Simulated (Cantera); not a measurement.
A Cantera script and what it prints.

```python
import numpy as np
import cantera as ct

gas_names = [...]  # 131 gases of nasa_gas.yaml made of C, H, Na, O, S
cond_names = """
    C(gr) C6H6(L) C7H8(L) C8H18(L),n-octa H2O(s) H2O(L) H2SO4(L) Na(cr) Na(L) NaOH(a) NaOH(L) NaO2(s)
    Na2CO3(I) Na2CO3(II) Na2CO3(L) Na2O(c) Na2O(a) Na2O(L) Na2O2(a) Na2O2(b) Na2S(1) Na2S(2) Na2S(L)
    Na2SO4(V) Na2SO4(IV) Na2SO4(I) Na2SO4(L) S(cr1) S(cr2) S(L)
""".split()


# ... load() reads the species with a 1 bar reference pressure and builds the phases ...
atoms = {
    'Na2CO3': {'Na': 2, 'C': 1, 'O': 3},
    'H2S': {'H': 2, 'S': 1},
    'H2O': {'H': 2, 'O': 1},
}
top_T = {'C(gr)': 4500, 'NaO2(s)': 800, 'Na2O2(b)': 940}  # K; cautious upper limits of use, not melting points


# ... equilibrate(T, P, feed) seeds the gas with the atoms and calls Mixture.equilibrate('TP', solver="vcs", rtol=1e-11, max_steps=5000) ...
results = []
feed = {'Na2CO3': 1, 'H2S': 2, 'H2O': 0.088}  # mol
for P in [1000, 3000, 8800, 26000, 77000, 230000, 680000, 2000000]:
    for T in [1100, 1150, 1200, 1250, 1300, 1350, 1400, 1450, 1500]:
        mix = equilibrate(T, P, feed)
        results.append((T, P, feed, dict(zip(mix.species_names, mix.species_moles))))

for T, P, feed, n in results:
    print(f"{T:7g} {P:10.4g}  " + (" + ".join(c for c in cond_names if n.get(c, 0) > 1e-12) or "gas only"))
```

It prints:

```
   1100       1000  Na2S(1)
   1150       1000  Na2S(1)
   1200       1000  Na2S(1)
   1250       1000  Na2S(1)
   1300       1000  Na2S(2)
   1350       1000  Na2S(2)
   1400       1000  Na2S(2)
   1450       1000  Na2S(L)
   1500       1000  Na2S(L)
   1100       3000  Na2S(1)
   1150       3000  Na2S(1)
   1200       3000  Na2S(1)
   1250       3000  Na2S(1)
   1300       3000  Na2S(2)
   1350       3000  Na2S(2)
   1400       3000  Na2S(2)
   1450       3000  Na2S(L)
   1500       3000  Na2S(L)
   1100       8800  Na2S(1)
   1150       8800  Na2S(1)
   1200       8800  Na2S(1)
   1250       8800  Na2S(1)
   1300       8800  Na2S(2)
   1350       8800  Na2S(2)
   1400       8800  Na2S(2)
   1450       8800  Na2S(L)
   1500       8800  Na2S(L)
   1100    2.6e+04  Na2S(1)
   1150    2.6e+04  Na2S(1)
   1200    2.6e+04  Na2S(1)
   1250    2.6e+04  Na2S(1)
   1300    2.6e+04  Na2S(2)
   1350    2.6e+04  Na2S(2)
   1400    2.6e+04  Na2S(2)
   1450    2.6e+04  Na2S(L)
   1500    2.6e+04  Na2S(L)
   1100    7.7e+04  Na2S(1)
   1150    7.7e+04  Na2S(1)
   1200    7.7e+04  Na2S(1)
   1250    7.7e+04  Na2S(1)
   1300    7.7e+04  Na2S(2)
   1350    7.7e+04  Na2S(2)
   1400    7.7e+04  Na2S(2)
   1450    7.7e+04  Na2S(L)
   1500    7.7e+04  Na2S(L)
   1100    2.3e+05  Na2S(1)
   1150    2.3e+05  Na2S(1)
   1200    2.3e+05  Na2S(1)
   1250    2.3e+05  Na2S(1)
   1300    2.3e+05  Na2S(2)
   1350    2.3e+05  Na2S(2)
   1400    2.3e+05  Na2S(2)
   1450    2.3e+05  Na2S(L)
   1500    2.3e+05  Na2S(L)
   1100    6.8e+05  Na2S(1) + Na2SO4(I)
   1150    6.8e+05  Na2S(1) + Na2SO4(I)
   1200    6.8e+05  Na2S(1)
   1250    6.8e+05  Na2S(1)
   1300    6.8e+05  Na2S(2)
   1350    6.8e+05  Na2S(2)
   1400    6.8e+05  Na2S(2)
   1450    6.8e+05  Na2S(L)
   1500    6.8e+05  Na2S(L)
   1100      2e+06  Na2CO3(II) + Na2S(1) + Na2SO4(I)
   1150      2e+06  Na2CO3(L) + Na2S(1) + Na2SO4(I)
   1200      2e+06  Na2S(1) + Na2SO4(L)
   1250      2e+06  Na2S(1) + Na2SO4(L)
   1300      2e+06  Na2S(2)
   1350      2e+06  Na2S(2)
   1400      2e+06  Na2S(2)
   1450      2e+06  Na2S(L)
   1500      2e+06  Na2S(L)
```

These are equilibrium values from Cantera (NASA tables, ideal gas, pure condensed phases), not measurements of a reactor. Mutual solubility and eutectic melting of coexisting phases are not modelled.
